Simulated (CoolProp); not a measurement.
Vapour-liquid equilibrium of benzene (1) + n-dodecane (2) at 0.238 bar; x and y are mole fractions of (1).

Model: multi-fluid Helmholtz-energy mixture model, Thol 2012 and Lemmon 2004; pair parameters Bell 2016, in CoolProp.

Problem. Give the bubble temperature and the first vapour's composition at x = 0.425, 0.725, 0.8. Is there an azeotrope?

Solution. x = 0.425: 332.6 K, y = 0.995; x = 0.725: 319.8 K, y = 0.999; x = 0.8: 317.7 K, y = 0.999. No azeotrope shows between x = 0.05 and 0.95.

Pair parameters are fitted to limited data, so mixtures are less certain than the pure fluids. The gap from Raoult's law changes sign with composition, which may be real or a fault of the pair parameters; it wasn't checked against measurements.
